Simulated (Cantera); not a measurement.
Cantera with NASA thermochemical tables; ideal gases at 1 bar, condensed phases pure. Values are per mole of reaction as written; species without (g) are pure solids or liquids, kept so even where they would boil at 1 bar.

Between 300 and 650 K, where is each reaction favourable under standard conditions?
- C₃H₈(g) + 3 NH₃(g) → 7 H₂(g) + 3 HCN(g)
- 4 CH₄(g) + 2 HCN(g) → 6 CH₃(g) + N₂(g)


- C₃H₈(g) + 3 NH₃(g) → 7 H₂(g) + 3 HCN(g): ΔG° is 446 kJ at 300 K and 194 kJ at 650 K; it stays positive (K < 1). ΔH° is 682 kJ and ΔS° 751 J/K at 650 K.
- 4 CH₄(g) + 2 HCN(g) → 6 CH₃(g) + N₂(g): ΔG° is 848 kJ at 300 K and 770 kJ at 650 K; it stays positive (K < 1). ΔH° is 921 kJ and ΔS° 233 J/K at 650 K.
